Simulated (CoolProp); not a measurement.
R11 at several states: fugacity coefficient from the reference equation and from simpler models built on Tc = 471.1 K, pc = 44.08 bar, ω = 0.189; each cubic takes its own stable root.

Computed with CoolProp (reference Helmholtz-energy equation of state, Jacobsen 1992).

| T (K) | p (bar) | phase | reference | van der Waals | Redlich-Kwong | Soave-Redlich-Kwong |
|---|---|---|---|---|---|---|
| 384.1 | 1.7 | gas | 0.9753 | 0.9815 | 0.9767 | 0.9755 |
| 473.2 | 20 | gas | 0.8521 | 0.8677 | 0.8511 | 0.8513 |
| 308.5 | 2.45 | liquid | 0.5883 | 0.9560 | 0.8272 | 0.5885 |
| 229.1 | 0.562 | liquid | 0.06989 | 0.9805 | 0.1193 | 0.06914 |

At some of these states van der Waals gives the other phase, because its saturation line lies elsewhere.
